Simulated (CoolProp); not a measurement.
A closed Brayton cycle with dry air: compressor inlet 312.15 K and 6.4 MPa, high pressure 20.5 MPa, turbine inlet 680 K, compressor efficiency 0.8, turbine efficiency 0.93, recuperator effectiveness 0.9 (on enthalpy, no pinch check). Each further row changes one setting.

Computed with CoolProp (reference Helmholtz-energy equation of state, Lemmon 2000). It is a pseudo-pure fit of the blend.

```csv
case,thermal efficiency (%),net work (kJ/kg),compressor to turbine work,compressor exit (K),turbine exit (K)
as stated,14.6,29.1,0.85,467.0,505.9
turbine inlet 630 K,8.2,14.8,0.92,467.0,467.1
compressor inlet 322.15 K,12.0,23.6,0.88,481.8,505.9
high pressure 17.4 MPa,17.9,32.2,0.81,442.0,527.6
recuperator effectiveness 0.5,13.5,29.1,0.85,467.0,505.9
```
